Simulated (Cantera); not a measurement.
Charge: 1 mol PbI2, 2.2 mol N2, equilibrated at 1798 K and 2200 Pa.

Method: chemical equilibrium by Gibbs-energy minimisation in Cantera with the NASA 1993 tables (ideal gas, pure condensed phases). Kinetics and transport are ignored.

```
species    before     after
-------  --------  --------
I           0.358     0.521
Pb          0.161     0.223
N2          0.441     0.172
PbI        0.0370    0.0748
PbI2      0.00299   0.00879
I2       0.000235  0.000497
```
Gas species are given as mole fractions.

Name the change that produced these shifts.
(A) N2 from 2.2 to 0.56 mol
(B) N2 from 2.2 to 330 mol
(C) pressure from 2200 Pa to 200 Pa
(D) N2 from 2.2 to 20 mol

A, N2 from 2.2 to 0.56 mol
